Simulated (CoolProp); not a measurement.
Vapour-liquid equilibrium of ethylbenzene (1) + p-xylene (2) at 0.789 bar; x and y are mole fractions of (1).

Values from CoolProp's multi-fluid Helmholtz-energy mixture model, Zhou 2012 and Zhou 2012; pair parameters Bell 2016.

Problem. Give the bubble temperature and the first vapour's composition at x = 0.2, 0.35, 0.575. Is there an azeotrope?

Solution. x = 0.2: 401.8 K, y = 0.211; x = 0.35: 401.4 K, y = 0.364; x = 0.575: 401.0 K, y = 0.587. No azeotrope shows between x = 0.05 and 0.95.

Pair parameters are fitted to limited data, so mixtures are less certain than the pure fluids.
